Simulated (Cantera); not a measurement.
A Cantera script and its output.

```python
import numpy as np
import cantera as ct

gas = ct.Solution("gri30.yaml")
gas.TPX = 973, 630, {'H2': 0.059, 'O2': 1}
reactor = ct.IdealGasConstPressureReactor(gas, energy="off", clone=False)
net = ct.ReactorNet([reactor])
net.rtol, net.atol = 1e-08, 1e-18
show = ['H2', 'O2', 'HO2', 'H2O', 'O', 'OH']
times = np.geomspace(6e-06, 7, 10)

steps = ct.SolutionArray(gas, extra=["t"])
rows = []
print(f"{'t/s':>10s}{'T/K':>9s}{'P/Pa':>11s}" + "".join(f"{s:>11s}" for s in show))
for t in times:
    while net.time < t:
        t_next = net.step()
        steps.append(gas.state, t=t_next)
    rows.append([np.interp(t, steps.t, y) for y in (steps.T, steps.P, *steps(*show).X.T)])
    print(f"{t:10.3e}{rows[-1][0]:9.1f}{rows[-1][1]:11.4g}" + "".join(f"{x:11.3e}" for x in rows[-1][2:]))
rate = np.gradient(steps.T, steps.t)
print("integrator steps:", len(steps.t))
if steps.T.max() > steps.T[0] + 200:
    print(f"time of steepest temperature rise: {steps.t[rate.argmax()]:.4e} s")
gas.TPX = 973, 630, {'H2': 0.059, 'O2': 1}
gas.equilibrate("TP")
print(f"equilibrium (TP): T = {gas.T:.1f} K  " + "  ".join(f"{s} {gas[s].X[0]:.3e}" for s in show))
```

Result:

```
       t/s      T/K       P/Pa         H2         O2        HO2        H2O          O         OH
 6.000e-06    973.0        630  5.571e-02  9.443e-01  6.773e-13  6.527e-17  5.837e-15  5.791e-15
 2.833e-05    973.0        630  5.571e-02  9.443e-01  3.199e-12  6.066e-15  1.259e-13  1.217e-13
 1.338e-04    973.0        630  5.571e-02  9.443e-01  1.512e-11  5.376e-13  2.530e-12  2.172e-12
 6.316e-04    973.0        630  5.571e-02  9.443e-01  7.175e-11  3.381e-11  4.517e-11  2.671e-11
 2.982e-03    973.0        630  5.571e-02  9.443e-01  3.677e-10  3.834e-09  2.382e-09  1.058e-09
 1.408e-02    973.0        630  4.793e-02  9.393e-01  2.809e-06  5.849e-03  3.022e-03  1.168e-03
 6.649e-02    973.0        630  6.042e-04  9.287e-01  3.494e-06  5.343e-02  1.182e-02  1.090e-03
 3.140e-01    973.0        630  5.208e-05  9.414e-01  1.558e-06  5.701e-02  1.078e-03  2.992e-04
 1.482e+00    973.0        630  2.230e-06  9.426e-01  2.482e-07  5.727e-02  5.041e-05  6.429e-05
 7.000e+00    973.0        630  1.413e-07  9.427e-01  2.768e-08  5.730e-02  3.579e-06  1.724e-05
integrator steps: 1657
equilibrium (TP): T = 973.0 K  H2 2.861e-11  O2 9.427e-01  HO2 3.929e-10  H2O 5.731e-02  O 8.331e-10  OH 2.623e-07
```

Cantera simulation using GRI-Mech 3.0 (53 species, 325 reactions); the numbers are that mechanism's predictions, not measurements. Radical loss at walls, strong at low pressure, is not modelled. The temperature is held fixed by assumption; the heat of reaction is taken as removed at once.
